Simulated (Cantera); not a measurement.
An adiabatic, constant-pressure homogeneous reactor starts with H2 : O2 : N2 = 1 : 0.333 : 3.13 (molar parts), equivalence ratio 1.5, at 1300 K and 5.00 bar.

Cantera simulation using the H2/O2 subset of GRI-Mech 3.0, which has no nitrogen chemistry; the numbers are that mechanism's predictions, not measurements. The hydrogen kinetics of GRI-Mech 3.0 are dated; newer H2 mechanisms differ, most at raised pressure.

One state of this run: T (K) = 2346; x H2 = 0.0800; x O2 = 1.38e-5; x H = 0.00235; x OH = 0.000804; x H2O2 = 9.25e-9; x O = 1.60e-5; x HO2 = 1.97e-8. x: mole fraction; the columns are a selection and need not sum to one.

Q: Which value of t (s) does it belong to?
A) 0.00663
B) 0.000182
C) 1.66e-5
D) 0.00200

A: B, 0.000182
